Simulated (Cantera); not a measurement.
Cantera run, input and output.

```python
import numpy as np
import cantera as ct

gas = ct.Solution("gri30.yaml")
gas.TPX = 800, 65000, {'H2': 1, 'O2': 1, 'N2': 2.3}
reactor = ct.IdealGasConstPressureReactor(gas, energy="off", clone=False)
net = ct.ReactorNet([reactor])
net.rtol, net.atol = 1e-08, 1e-18
show = ['H2', 'O2', 'N2O', 'NO', 'OH', 'HO2', 'H2O2']
times = np.geomspace(4e-05, 60, 13)

steps = ct.SolutionArray(gas, extra=["t"])
rows = []
print(f"{'t/s':>10s}{'T/K':>9s}{'P/Pa':>11s}" + "".join(f"{s:>11s}" for s in show))
for t in times:
    while net.time < t:
        t_next = net.step()
        steps.append(gas.state, t=t_next)
    rows.append([np.interp(t, steps.t, y) for y in (steps.T, steps.P, *steps(*show).X.T)])
    print(f"{t:10.3e}{rows[-1][0]:9.1f}{rows[-1][1]:11.4g}" + "".join(f"{x:11.3e}" for x in rows[-1][2:]))
rate = np.gradient(steps.T, steps.t)
print("integrator steps:", len(steps.t))
if steps.T.max() > steps.T[0] + 200:
    print(f"time of steepest temperature rise: {steps.t[rate.argmax()]:.4e} s")
gas.TPX = 800, 65000, {'H2': 1, 'O2': 1, 'N2': 2.3}
gas.equilibrate("TP")
print(f"equilibrium (TP): T = {gas.T:.1f} K  " + "  ".join(f"{s} {gas[s].X[0]:.3e}" for s in show))
```

Result:

```
       t/s      T/K       P/Pa         H2         O2        N2O         NO         OH        HO2       H2O2
 4.000e-05    800.0    6.5e+04  2.326e-01  2.326e-01  3.985e-21  1.260e-29  4.569e-15  2.084e-12  2.183e-16
 1.308e-04    800.0    6.5e+04  2.326e-01  2.326e-01  2.013e-20  8.451e-29  4.900e-15  7.570e-12  2.704e-15
 4.280e-04    800.0    6.5e+04  2.326e-01  2.326e-01  7.472e-20  3.382e-28  4.919e-15  2.557e-11  3.068e-14
 1.400e-03    800.0    6.5e+04  2.326e-01  2.326e-01  2.646e-19  1.183e-27  4.980e-15  8.452e-11  3.386e-13
 4.579e-03    800.0    6.5e+04  2.326e-01  2.326e-01  1.009e-18  4.093e-27  5.182e-15  2.779e-10  3.691e-12
 1.498e-02    800.0    6.5e+04  2.326e-01  2.326e-01  4.713e-18  1.521e-26  5.860e-15  9.167e-10  3.889e-11
 4.899e-02    800.0    6.5e+04  2.326e-01  2.326e-01  3.110e-17  7.312e-26  8.302e-15  3.077e-09  4.251e-10
 1.602e-01    800.0    6.5e+04  2.326e-01  2.326e-01  2.813e-16  6.563e-25  1.890e-14  1.103e-08  4.765e-09
 5.241e-01    800.0    6.5e+04  2.326e-01  2.326e-01  3.527e-15  1.785e-23  9.326e-14  5.151e-08  6.374e-08
 1.714e+00    800.0    6.5e+04  2.326e-01  2.326e-01  7.305e-14  8.124e-22  1.158e-12  3.463e-07  1.433e-06
 5.608e+00    800.0    6.5e+04  2.325e-01  2.325e-01  1.210e-12  1.848e-20  1.530e-11  1.336e-06  2.484e-05
 1.834e+01    800.0    6.5e+04  2.307e-01  2.316e-01  2.141e-11  4.490e-18  2.296e-10  5.028e-06  3.800e-04
 6.000e+01    800.0    6.5e+04  1.952e-01  2.158e-01  2.825e-10  3.825e-16  9.339e-10  9.129e-06  1.229e-03
integrator steps: 527
equilibrium (TP): T = 800.0 K  H2 4.694e-14  O2 1.316e-01  N2O 1.061e-10  NO 1.398e-06  OH 1.407e-09  HO2 1.755e-11  H2O2 8.926e-12
```

Model: GRI-Mech 3.0 (53 species, 325 reactions), integrated in Cantera. Below about 950 K walls govern HO2 and H2O2 in real vessels. The temperature is held fixed by assumption; the heat of reaction is taken as removed at once.
